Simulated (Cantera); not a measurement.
A freely propagating, adiabatic, planar premixed flame of 40.3 % H₂, 12.6 % O₂, 47.1 % N₂, unburnt at 373 K and 750 Torr; multicomponent transport, grid criteria slope 0.08 and curve 0.16, no radiation.

Detailed kinetics in Cantera: the H2/O2 subset of GRI-Mech 3.0, which has no nitrogen chemistry. Burning velocities carry a grid error of a few per cent, more on coarse grids.

x: mole fraction of selected species; z is measured from the peak of heat release.

```csv
z (mm),T (K),u (m/s),x H₂,x O₂,x H,x OH,x O,x H₂O₂
-1.09,373,4.20,0.403,0.126,<1e-8,<1e-8,<1e-8,<1e-8
-0.725,373,4.20,0.403,0.126,<1e-8,<1e-8,<1e-8,<1e-8
-0.544,373,4.20,0.403,0.126,<1e-8,<1e-8,<1e-8,<1e-8
-0.362,373,4.20,0.403,0.126,<1e-8,<1e-8,<1e-8,<1e-8
-0.181,388,4.35,0.400,0.126,7.35e-6,1.25e-5,1.68e-6,6.01e-6
-0.0906,659,7.21,0.369,0.120,0.00435,0.00104,0.000175,7.80e-5
0,1114,11.8,0.280,0.0890,0.0336,0.00181,0.00247,7.84e-6
0.0906,1434,14.9,0.181,0.0344,0.0688,0.00473,0.00509,2.00e-6
0.181,1585,16.4,0.144,0.0102,0.0783,0.00623,0.00411,1.27e-6
0.362,1722,17.7,0.139,(withheld),(withheld),0.00722,(withheld),(withheld)
0.725,1854,18.9,0.146,0.00172,0.0550,0.00743,0.00214,3.97e-7
1.45,1978,19.9,0.153,0.00102,0.0401,0.00679,0.00131,2.01e-7
2.90,2081,20.8,0.159,0.000517,0.0275,0.00550,0.000683,1.04e-7
```

Problem. Some entries are withheld; supply them.

Solution. 
- 0.362, x O₂: 0.00282
- 0.362, x H: 0.0702
- 0.362, x O: 0.00297
- 0.362, x H₂O₂: 7.44e-7
